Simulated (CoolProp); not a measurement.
Oxygen at 257.74 K and 3.98 MPa flows at 0.23 m/s in a round tube of 10 mm bore and 45 µm roughness, fully developed (64/Re and Nu = 3.66 if laminar; Colebrook and Gnielinski if turbulent). Each further row changes one setting.

The numbers come from the reference Helmholtz-energy equation of state, Schmidt 1985 in CoolProp.

```
case               Reynolds number  Darcy friction factor  pressure drop (Pa/m)  heat-transfer coefficient (W/(m² K))  mass flow (kg/h)
-----------------  ---------------  ---------------------  --------------------  ------------------------------------  ----------------
as stated                     7460                 0.0389                  6.42                                  71.3              4.05
velocity 0.46 m/s            14900             (withheld)            (withheld)                            (withheld)        (withheld)
diameter 20 mm               14900             (withheld)                  2.61                                  61.5        (withheld)
```

**Question.** What belongs in the gaps?

**Answer.** 
- velocity 0.46 m/s, Darcy friction factor: 0.0349
- velocity 0.46 m/s, pressure drop (Pa/m): 23.0
- velocity 0.46 m/s, heat-transfer coefficient (W/(m² K)): 137
- velocity 0.46 m/s, mass flow (kg/h): 8.11
- diameter 20 mm, Darcy friction factor: 0.0317
- diameter 20 mm, mass flow (kg/h): 16.2

Viscosity comes from a separate model (Lemmon 2004). Thermal conductivity comes from a separate model (Lemmon 2004).
